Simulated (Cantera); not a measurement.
Mixture: 12.4 % CH4, 16.4 % O2, 61.9 % N2, 9.27 % H2O, equivalence ratio 1.5, at 760 Torr, adiabatic and at constant volume. Ignition delay is the time to a rise of 400 K.

Detailed kinetics in Cantera: GRI-Mech 3.0 (53 species, 325 reactions).

Q: Predict: delay at 1200 K; delay at 1350 K; delay at 1500 K; delay at 1650 K; apparent activation energy between 1575 and 1725 K.

A: 
```json
{
 "delay at 1200 K": "67.2 ms",
 "delay at 1350 K": "9.39 ms",
 "delay at 1500 K": "1.62 ms",
 "delay at 1650 K": "0.368 ms",
 "apparent activation energy between 1575 and 1725 K": "200 kJ/mol"
}
```
